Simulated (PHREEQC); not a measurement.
Dissolve 0.00076 mol PbCl2, 6.1e-05 mol HNO3, 0.13 mol Zn(NO3)2 and 0.002 mol H4SiO4 per kg of water at 25 °C. Closed to the air; pH follows from the charge balance.

Computed with PHREEQC (ion-association model, wateq4f.dat).

This is a speciation only: nothing precipitates in the calculation.

Task: Order these Cl species by the share of Cl that they hold, largest first: PbCl+, ZnCl+, Cl-.

Result: Cl- (91 %), ZnCl+ (8.5 %), PbCl+ (0.36 %)

The pH is 4.32 and the ionic strength 0.391 mol/kgw. The solution is supersaturated, for example in SiO2(a), Quartz (slow to form), so a real one may precipitate; this is no full list.
